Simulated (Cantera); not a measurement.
Feed: 1 mol HgO, 0.28 mol O2, 35 mol H2, held at 1327 °C and 11.0 Pa.

Cantera equilibrium calculation (NASA polynomials, part measured and part estimated; ideal gas, pure solids and liquids). Candidate condensed phases: H2O, Hg, HgO; 10 gas species. Kinetics and transport are ignored.

Base state: H2 0.924, H2O 0.0432, Hg 0.0277, H 0.00498 (mole fractions); condensed: gas only.

Q: What changes in the equilibrium state with this change: temperature from 1327 °C to 902 °C?

A: 
```tsv
species	before	after
H2	0.924	0.929
H2O	0.0432	0.0433
Hg	0.0277	0.0278
H	0.00498	1.13e-5
```
